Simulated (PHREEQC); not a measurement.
Make-up at 25 °C: 0.0014 mol FeSO4, 0.17 mol CuCl2, 0.0008 mol H2SO4 and 0.008 mol NaCl per kg of water. Closed to the air; pH follows from the charge balance.

Equilibrium calculation in PHREEQC: ion-association model, wateq4f.dat.

The pH is 2.92, the ionic strength is 0.456 mol/kgw and the activity of water comes out as 0.992. The total alkalinity is -1.60 meq/kg.

```tsv
species	molality	activity	log γ
Cl-	0.315	0.204	-0.187
Cu+2	0.137	0.0352	-0.591
CuCl+	0.0295	0.0194	-0.182
Na+	0.00799	0.00568	-0.148
CuCl2	0.00192	0.00213	0.046
H+	0.00157	0.00120	-0.115
Fe+2	0.00126	0.000322	-0.591
```

Precipitation was switched off in this run.
